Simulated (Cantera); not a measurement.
An adiabatic, constant-volume homogeneous reactor starts with 8.38 % CH4, 19.3 % O2, 72.4 % N2, equivalence ratio 0.87, at 1475 K and 10.0 bar.

Computed with Cantera and GRI-Mech 3.0 (53 species, 325 reactions). Above 3000 K some thermodynamic fits are extrapolated.

**Question.** Predict: time of steepest temperature rise; temperature at 4.00 s; equilibrium temperature; x(O2) at 4.00 s; x(H) at 4.00 s; x(NO) at 4.00 s; x(HCO) at 4.00 s.

**Answer.** 
```json
{
 "time_of_steepest_temperature_rise": "0.211 ms",
 "temperature at 4.00 s": "3030 K",
 "equilibrium_temperature": "3030 K",
 "x(O2) at 4.00 s": "0.0277 (gas-phase equilibrium 0.0277)",
 "x(H) at 4.00 s": "0.00365 (gas-phase equilibrium 0.00365)",
 "x(NO) at 4.00 s": "0.0170 (gas-phase equilibrium 0.0170)",
 "x(HCO) at 4.00 s": "1.52e-7 (gas-phase equilibrium 1.52e-7)"
}
```
